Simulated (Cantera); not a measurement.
An adiabatic, constant-volume homogeneous reactor starts with H₂ : O₂ : N₂ = 1 : 0.893 : 2.68 (molar parts), at 1625 K and 1.00 bar.

Detailed kinetics in Cantera: the H2/O2 subset of GRI-Mech 3.0, which has no nitrogen chemistry.

Predict: time of steepest temperature rise; temperature at 0.300 s; equilibrium temperature; x(H₂) at 0.300 s; x(O₂) at 0.300 s; x(H₂O₂) at 0.300 s; x(H₂O) at 0.300 s; x(H) at 0.300 s; x(OH) at 0.300 s; x(HO₂) at 0.300 s.


| Quantity | Result |
|---|---|
| time of steepest temperature rise | 8.33 µs |
| temperature at 0.300 s | 2891 K |
| equilibrium temperature | 2891 K |
| x(H₂) at 0.300 s | 0.0161 (gas-phase equilibrium 0.0161) |
| x(O₂) at 0.300 s | 0.0849 (gas-phase equilibrium 0.0849) |
| x(H₂O₂) at 0.300 s | 1.06e-6 (gas-phase equilibrium 1.06e-6) |
| x(H₂O) at 0.300 s | 0.195 (gas-phase equilibrium 0.195) |
| x(H) at 0.300 s | 0.0111 (gas-phase equilibrium 0.0111) |
| x(OH) at 0.300 s | 0.0409 (gas-phase equilibrium 0.0409) |
| x(HO₂) at 0.300 s | 2.76e-5 (gas-phase equilibrium 2.76e-5) |
